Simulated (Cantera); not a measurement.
What does this Cantera script print?

```python
import numpy as np
import cantera as ct

gas = ct.Solution("gri30.yaml")
gas.TPX = 1750, 31000, {'CH4': 1, 'CO2': 2.1}
inlet = ct.Reservoir(gas, clone=True)

reactor = ct.IdealGasConstPressureReactor(gas, energy="off", clone=False)
exhaust = ct.Reservoir(gas, clone=True)
tau = [0.48, 0.22, 0.11, 0.05, 0.023, 0.011, 0.0052, 0.0024][0]
for a, b in ((inlet, reactor), (reactor, exhaust)):
    ct.MassFlowController(a, b, mdot=lambda t: reactor.mass / tau)
net = ct.ReactorNet([reactor])
show = ['CH4', 'CO2', 'C2H4', 'H2O2', 'CO', 'O']

rows = []
print(f"{'tau/s':>10s}{'T/K':>9s}" + "".join(f"{s:>11s}" for s in show))
for tau in [0.48, 0.22, 0.11, 0.05, 0.023, 0.011, 0.0052, 0.0024]:
    net.initial_time = 0.0
    net.advance(30 * tau)
    before = gas.X
    net.advance(40 * tau)
    drift = np.max(np.abs(gas.X - before) / (gas.X + 1e-9))
    rows.append([gas.T, *gas[show].X, drift])
    print(f"{tau:10.3e}{gas.T:9.1f}" + "".join(f"{x:11.3e}" for x in gas[show].X))
```

Result:

```
     tau/s      T/K        CH4        CO2       C2H4       H2O2         CO          O
 4.800e-01   1750.0  1.955e-02  1.536e-01  1.944e-04  4.185e-12  4.263e-01  2.537e-09
 2.200e-01   1750.0  2.798e-02  1.951e-01  3.578e-04  5.011e-12  3.736e-01  2.161e-09
 1.100e-01   1750.0  4.003e-02  2.452e-01  6.470e-04  5.034e-12  3.159e-01  1.823e-09
 5.000e-02   1750.0  6.384e-02  3.214e-01  1.313e-03  3.766e-12  2.392e-01  1.445e-09
 2.300e-02   1750.0  1.024e-01  4.151e-01  2.531e-03  1.983e-12  1.581e-01  1.105e-09
 1.100e-02   1750.0  1.505e-01  5.061e-01  4.306e-03  8.471e-13  8.934e-02  8.281e-10
 5.200e-03   1750.0  2.014e-01  5.800e-01  6.510e-03  3.226e-13  4.130e-02  6.055e-10
 2.400e-03   1750.0  2.480e-01  6.301e-01  8.122e-03  1.126e-13  1.532e-02  4.168e-10
```

Cantera simulation using GRI-Mech 3.0 (53 species, 325 reactions); the numbers are that mechanism's predictions, not measurements.
